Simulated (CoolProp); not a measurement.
The numbers come from the reference Helmholtz-energy equation of state, Lemmon 2013 in CoolProp.

Task: For propylene, give the phase and the isothermal compressibility (1/MPa), expansivity (1/kK) at 42.85 °C and 627 kPa; -69.25 °C and 71 kPa.

Result: 
- 42.85 °C and 627 kPa: gas; isothermal compressibility 1.74, expansivity 4.09
- -69.25 °C and 71 kPa: liquid; isothermal compressibility 0.00141, expansivity 1.86
